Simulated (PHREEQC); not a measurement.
Consider water at 47 °C with 0.0085 mol Cu(BF4)2 and 0.0053 mol H2SO4 per kg of water. Closed to the air; pH follows from the charge balance.

Computed with PHREEQC (ion-association model, wateq4f.dat).

### Question
The ionic strength comes out as 0.0321 mol/kgw. What activity coefficients do F-, SO4-2, Cu+2, H+, HSO4- get?

### Answer
F- 0.83, SO4-2 0.51, Cu+2 0.52, H+ 0.87, HSO4- 0.84.

No solid was allowed to form. Species that the database lacks are ignored. Constants without temperature data keep their 25 °C values here. Real BF4- forms and hydrolyses slowly; the run takes it at equilibrium.
